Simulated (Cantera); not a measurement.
A Cantera script and its output.

```python
import numpy as np
import cantera as ct

gas = ct.Solution("gri30.yaml")
gas.TPX = 1325, 210000, {'CO': 0.0035, 'O2': 0.01, 'H2O': 0.0081, 'N2': 1}
reactor = ct.IdealGasConstPressureReactor(gas, energy="off", clone=False)
net = ct.ReactorNet([reactor])
net.rtol, net.atol = 1e-08, 1e-18
show = ['CO', 'O2', 'H2O', 'H', 'HO2', 'NO', 'O']
times = np.geomspace(2e-06, 3, 11)

steps = ct.SolutionArray(gas, extra=["t"])
rows = []
print(f"{'t/s':>10s}{'T/K':>9s}{'P/Pa':>11s}" + "".join(f"{s:>11s}" for s in show))
for t in times:
    while net.time < t:
        t_next = net.step()
        steps.append(gas.state, t=t_next)
    rows.append([np.interp(t, steps.t, y) for y in (steps.T, steps.P, *steps(*show).X.T)])
    print(f"{t:10.3e}{rows[-1][0]:9.1f}{rows[-1][1]:11.4g}" + "".join(f"{x:11.3e}" for x in rows[-1][2:]))
rate = np.gradient(steps.T, steps.t)
print("integrator steps:", len(steps.t))
if steps.T.max() > steps.T[0] + 200:
    print(f"time of steepest temperature rise: {steps.t[rate.argmax()]:.4e} s")
gas.TPX = 1325, 210000, {'CO': 0.0035, 'O2': 0.01, 'H2O': 0.0081, 'N2': 1}
gas.equilibrate("TP")
print(f"equilibrium (TP): T = {gas.T:.1f} K  " + "  ".join(f"{s} {gas[s].X[0]:.3e}" for s in show))
```

Output:

```
       t/s      T/K       P/Pa         CO         O2        H2O          H        HO2         NO          O
 2.000e-06   1325.0    2.1e+05  3.426e-03  9.789e-03  7.929e-03  5.464e-14  2.274e-12  3.361e-20  4.149e-11
 8.292e-06   1325.0    2.1e+05  3.426e-03  9.789e-03  7.929e-03  1.036e-12  9.402e-12  6.847e-19  1.690e-10
 3.438e-05   1325.0    2.1e+05  3.426e-03  9.789e-03  7.929e-03  2.189e-11  4.101e-11  1.439e-17  6.629e-10
 1.425e-04   1325.0    2.1e+05  3.426e-03  9.789e-03  7.929e-03  3.960e-10  3.776e-10  2.696e-16  2.949e-09
 5.908e-04   1325.0    2.1e+05  3.426e-03  9.788e-03  7.929e-03  2.426e-08  3.248e-08  2.009e-14  1.102e-07
 2.449e-03   1325.0    2.1e+05  2.005e-03  9.043e-03  7.798e-03  4.599e-05  3.352e-06  3.302e-08  1.120e-04
 1.016e-02   1325.0    2.1e+05  1.732e-04  8.165e-03  7.917e-03  1.659e-06  8.419e-07  1.117e-07  1.056e-05
 4.210e-02   1325.0    2.1e+05  8.828e-06  8.091e-03  7.937e-03  3.157e-08  6.765e-08  1.273e-07  7.312e-07
 1.745e-01   1325.0    2.1e+05  2.500e-07  8.088e-03  7.941e-03  9.051e-10  5.064e-09  1.322e-07  7.507e-08
 7.236e-01   1325.0    2.1e+05  9.000e-09  8.089e-03  7.942e-03  1.358e-10  1.571e-09  1.333e-07  2.109e-08
 3.000e+00   1325.0    2.1e+05  6.625e-09  8.089e-03  7.942e-03  1.031e-10  1.394e-09  1.335e-07  1.721e-08
integrator steps: 1285
equilibrium (TP): T = 1325.0 K  CO 6.646e-09  O2 8.038e-03  H2O 7.942e-03  H 1.032e-10  HO2 1.387e-09  NO 1.019e-04  O 1.715e-08
```

Cantera simulation using GRI-Mech 3.0 (53 species, 325 reactions); the numbers are that mechanism's predictions, not measurements.
